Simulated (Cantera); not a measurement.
An adiabatic, constant-volume homogeneous reactor starts with 5.29 % CH4, 15.3 % O2, 57.7 % N2, 21.7 % H2O, at 1300 K and 1.00 bar.

Detailed kinetics in Cantera: GRI-Mech 3.0 (53 species, 325 reactions).

Predict: time of steepest temperature rise; temperature at 0.800 s; equilibrium temperature; x(O2) at 0.800 s; x(H2O) at 0.800 s; x(OH) at 0.800 s.


| Property | Value |
|---|---|
| time of steepest temperature rise | 15.4 ms |
| temperature at 0.800 s | 2416 K |
| equilibrium temperature | 2416 K |
| x(O2) at 0.800 s | 0.0441 (gas-phase equilibrium 0.0441) |
| x(H2O) at 0.800 s | 0.310 (gas-phase equilibrium 0.310) |
| x(OH) at 0.800 s | 0.0113 (gas-phase equilibrium 0.0113) |
